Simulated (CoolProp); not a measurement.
Vapour-liquid equilibrium of propane (1) + n-pentane (2) at 59.5 kPa; x and y are mole fractions of (1).

The numbers come from the multi-fluid Helmholtz-energy mixture model, Lemmon 2009 and Thol 2019; pair parameters Kunz 2012 in CoolProp.

Task: Give the bubble temperature and the first vapour's composition at x = 0.05, 0.725, 0.8. Is there an azeotrope?

Result: x = 0.05: 4.0 °C, y = 0.525; x = 0.725: -47.5 °C, y = 0.990; x = 0.8: -49.3 °C, y = 0.993. No azeotrope shows between x = 0.05 and 0.95.

Pair parameters are fitted to limited data, so mixtures are less certain than the pure fluids.
